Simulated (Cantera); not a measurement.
Input: 1 mol TiO₂, 1.1 mol MgO, 0.26 mol O₂, at 1727 °C and 1 atm.

Method: chemical equilibrium by Gibbs-energy minimisation in Cantera with the NASA 1993 tables (ideal gas, pure condensed phases). Candidate condensed phases: Mg, MgO, MgTiO₃, MgTi₂O₅, Mg₂TiO₄, Ti, TiO, TiO₂, Ti₂O₃, Ti₃O₅, Ti₄O₇; 9 gas species. Mutual solubility and eutectic melting of coexisting phases are not modelled. Condensed phases not in the tables: alloys, solid solutions and most ternary compounds. Kinetics and transport are ignored.

What is the equilibrium state?


| Property | Value |
|---|---|
| x(O₂) | 0.999 |
| x(O) | 0.000664 |
| n(MgTi₂O₅(l)) | 0.300 mol |
| n(Mg₂TiO₄(s)) | 0.400 mol |
| gas amount | 0.2601 mol |
| log10 activity of Ti₃O₅(s) (absent) | -5.13 |
| log10 activity of Ti₄O₇(l) (absent) | -5.22 |
| log10 activity of Ti₂O₃(s) (absent) | -5.43 |
